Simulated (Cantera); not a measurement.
Feed: 1 mol C, 0.12 mol H2O, held at 850 K and 1.33 mbar.

Equilibrium computed with Cantera from the NASA thermochemical tables; the gas is ideal and each condensed phase is pure. Candidate condensed phases: C, C6H6, C7H8, C8H18, H2O; 110 gas species. Rates play no part.

Base state: H2 0.502, CO 0.489, CO2 0.00686, H2O 0.00231, CH4 0.000209 (mole fractions); condensed: C(graphite).

Q: What changes in the equilibrium state with this change: pressure from 1.33 mbar to 0.480 bar?

A: 
```tsv
species	before	after
H2	0.502	0.420
H2O	0.00231	0.195
CO2	0.00686	0.194
CO	0.489	0.137
CH4	0.000209	0.0528
C(graphite), mol	0.882	0.936
```
